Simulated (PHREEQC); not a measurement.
Model water analysis in mg/L, 25 °C, pH 5.86, pe 0.2: Na 9.99; K 0.25; Ca 24.7; Mg 1.56; Cl 2.03; S(6) as SO4 22.5; Alkalinity as HCO3 27.9; Br 0.132; Fe(2) 1.14; Ba 0.0701; B 0.0803.

Valence states are taken as typed.

Model: ion-association model, wateq4f.dat, run in PHREEQC.

Precipitation was switched off in this run.

Question: Order these Fe species by the share of Fe that they hold, largest first: FeSO4, Fe+2, FeHCO3+.

Answer: Fe+2 (94 %), FeHCO3+ (3.5 %), FeSO4 (2.4 %)

Question: Order these Ba species by the share of Ba that they hold, largest first: BaSO4, Ba+2, BaHCO3+.

Answer: Ba+2 (93 %), BaSO4 (6.6 %), BaHCO3+ (0.33 %)

The pH is 5.86 and the ionic strength 0.00227 mol/kgw. Species that the database lacks are ignored.
